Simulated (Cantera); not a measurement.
Feed: 1 mol CH₃OH, 0.032 mol NH₃, 3 mol N₂, held at 2298 K and 8.80 bar.

These are equilibrium values from Cantera (NASA tables, ideal gas, pure condensed phases), not measurements of a reactor. Candidate condensed phases: C, C₆H₆, C₇H₈, C₈H₁₈, H₂O; 136 gas species. Rates play no part.

Base state: N₂ 0.497, H₂ 0.336, CO 0.164, H 0.00187, H₂O 0.000589, HCN 0.000577, HNC 5.25e-5, CO₂ 5.15e-5 (mole fractions); condensed: gas only.

**Question.** What changes in the equilibrium state with this change: CH₃OH replaced by n-butane?

**Answer.** 
```
species             before    after
----------------  --------  -------
H₂                   0.336    0.610
N₂                   0.497    0.363
HCN               0.000577   0.0192
CO                   0.164        0
H₂O               0.000589        0
CO₂                5.15e-5        0
C₂H₄               8.06e-9  2.22e-5
C₂H₂ (acetylene)   1.72e-6  0.00261
C(graphite), mol         0     3.78
```
